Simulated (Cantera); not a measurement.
## Thermodynamics of silicon etching in halogen gases, feed Si + HCl + H2

Charge: 1 mol Si, 21 mol HCl, 0.48 mol H2, at 1202 °C and 0.158 Torr.

These are equilibrium values from Cantera (NASA tables, ideal gas, pure condensed phases), not measurements of a reactor. Candidate condensed phases: Si; 19 gas species. The tables' values for SiCl3 are old estimates; treat these amounts as uncertain. Kinetics and transport are ignored.

| Property | Result |
|---|---|
| x(HCl) | 0.875 |
| x(H2) | 0.0753 |
| x(SiCl2) | 0.0390 |
| x(SiCl3) | 0.00529 |
| x(SiCl4) | 0.00244 |
| x(Cl) | 0.00231 |
| x(H) | 0.000246 |
| x(SiHCl3) | 1.99e-5 |
| x(SiCl) | 1.40e-6 |
| gas amount | 21.40 mol |
| log10 activity of Si(s) (absent) | -2.92 |
